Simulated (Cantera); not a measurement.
A closed system holds: 1 mol Fe2O3, 32 mol Cl2, 0.49 mol O2, at 1698 K and 0.133 bar.

These are equilibrium values from Cantera (NASA tables, ideal gas, pure condensed phases), not measurements of a reactor. Candidate condensed phases: Fe, FeCl2, FeCl3, FeO, Fe2O3, Fe3O4; 13 gas species. The numbers say what is thermodynamically allowed, not how fast it happens.

What is the equilibrium state?


```json
{
 "x(Cl2)": "0.526",
 "x(Cl)": "0.378",
 "x(O2)": "0.0475",
 "x(FeCl2)": "0.0364",
 "x(FeCl3)": "0.0116",
 "x(ClO)": "0.000590",
 "x(O)": "2.61e-5",
 "x(Fe2Cl4)": "1.91e-6",
 "gas_amount": "41.60 mol",
 "log10 activity of FeCl2(l) (absent)": "-3.41",
 "log10 activity of Fe(δ) (absent)": "-7.62"
}
```
